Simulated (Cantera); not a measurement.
An isothermal, constant-pressure homogeneous reactor starts with 6.20 % H2, 83.8 % O2, 10.1 % N2, equivalence ratio 0.037, at 1048 K and 8.25 Torr.

Computed with Cantera and GRI-Mech 3.0 (53 species, 325 reactions). Radical loss at walls, strong at low pressure, is not modelled. The temperature is held fixed by assumption; the heat of reaction is taken as removed at once.

x: mole fraction; the columns are a selection and need not sum to one.

| t (s) | x H2 | x O2 | x NO | x NO2 | x N2O | x OH | x HO2 |
|---|---|---|---|---|---|---|---|
| 0.000200 | 0.0620 | 0.838 | <1e-12 | <1e-12 | <1e-12 | 1.03e-10 | 2.92e-10 |
| 0.000407 | 0.0620 | 0.838 | <1e-12 | <1e-12 | <1e-12 | 3.43e-10 | 5.97e-10 |
| 0.000827 | 0.0620 | 0.838 | <1e-12 | <1e-12 | <1e-12 | 1.82e-9 | 1.24e-9 |
| 0.00168 | 0.0620 | 0.838 | <1e-12 | <1e-12 | <1e-12 | 3.51e-8 | 3.26e-9 |
| 0.00342 | 0.0619 | 0.837 | <1e-12 | <1e-12 | <1e-12 | 1.26e-5 | 2.91e-7 |
| 0.00695 | 0.00775 | 0.805 | [?] | <1e-12 | 7.21e-11 | 0.00386 | 5.39e-6 |
| 0.0141 | 0.00121 | 0.806 | [?] | 1.05e-12 | 4.36e-10 | 0.00211 | 5.00e-6 |
| 0.0288 | 0.000717 | 0.817 | [?] | 2.81e-12 | 7.62e-10 | 0.00161 | 4.62e-6 |
| 0.0585 | 0.000302 | 0.826 | 7.43e-8 | 7.04e-12 | 1.02e-9 | 0.00103 | 3.71e-6 |
| 0.119 | 9.01e-5 | 0.830 | 7.62e-8 | 2.01e-11 | 1.24e-9 | 0.000554 | 2.35e-6 |
| 0.242 | 2.23e-5 | 0.832 | 7.64e-8 | 5.48e-11 | 1.38e-9 | 0.000277 | 1.15e-6 |
| 0.492 | 5.42e-6 | 0.832 | 7.64e-8 | 1.12e-10 | 1.47e-9 | 0.000139 | 4.63e-7 |
| 1.00 | 1.44e-6 | 0.832 | 7.64e-8 | 1.66e-10 | 1.51e-9 | 7.29e-5 | 1.69e-7 |

Problem. Some entries are withheld; supply them.

Solution. 
- 0.00695, x NO: 5.02e-9
- 0.0141, x NO: 3.74e-8
- 0.0288, x NO: 6.38e-8
